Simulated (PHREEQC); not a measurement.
Solution (20 °C): 0.059 mol H2SO4, 0.013 mol CuSO4 and 6.3e-05 mol MgSO4 per kg of water. It is in equilibrium with CO2 at log p = 0 (atm). Otherwise closed; pH follows from the charge balance.

Model: ion-association model, wateq4f.dat, run in PHREEQC.

Each row changes one thing in this solution. Precipitation was switched off in this run.

```
case                                      pH  ionic strength (mol/kgw)  HSO4- (mol/kgw)  SO4-2 (mol/kgw)  Cu+2 (mol/kgw)  CuSO4 (mol/kgw)  SI of Chalcanthite (CuSO4:5H2O)  SI of Epsomite (MgSO4:7H2O)
--------------------------------------  ----  ------------------------  ---------------  ---------------  --------------  ---------------  -------------------------------  ---------------------------
as made                                 1.24                     0.116           0.0474           0.0201         0.00848          0.00452                            -1.98                        -4.78
MgSO4 from 6.3e-05 to 6.93e-05 mol/kgw  1.24                     0.116           0.0474           0.0201         0.00848          0.00452                            -1.98                        -4.74
0.043 mol/kgw H3PO4 added               1.21                     0.121           0.0483           0.0194         0.00866          0.00434                            -2.00                            ?
MgSO4 from 6.3e-05 to 0.00063 mol/kgw   1.24                     0.117           0.0476           0.0203         0.00847          0.00453                            -1.98                            ?
H2SO4 from 0.059 to 0.0649 mol/kgw      1.20                     0.124           0.0526           0.0208         0.00850          0.00450                            -1.98                        -4.78
H2SO4 from 0.059 to 0.59 mol/kgw           ?                     0.705                ?                ?         0.00977          0.00323                            -2.11                        -4.85
```

Q: Some entries are withheld; supply them.

A: 
- 0.043 mol/kgw H3PO4 added, SI of Epsomite (MgSO4:7H2O): -4.82
- MgSO4 from 6.3e-05 to 0.00063 mol/kgw, SI of Epsomite (MgSO4:7H2O): -3.78
- H2SO4 from 0.059 to 0.59 mol/kgw, pH: 0.32
- H2SO4 from 0.059 to 0.59 mol/kgw, HSO4- (mol/kgw): 0.552
- H2SO4 from 0.059 to 0.59 mol/kgw, SO4-2 (mol/kgw): 0.0477

The ionic strength passes 0.7 mol/kgw, the rough limit of the ion-association models, in H2SO4 from 0.059 to 0.59 mol/kgw. Complexes and solids missing from the database can't appear. H3PO4, which wateq4f.dat lacks, is added to it with the constant of phreeqc.dat. The database has no phosphate complexes of Cu.
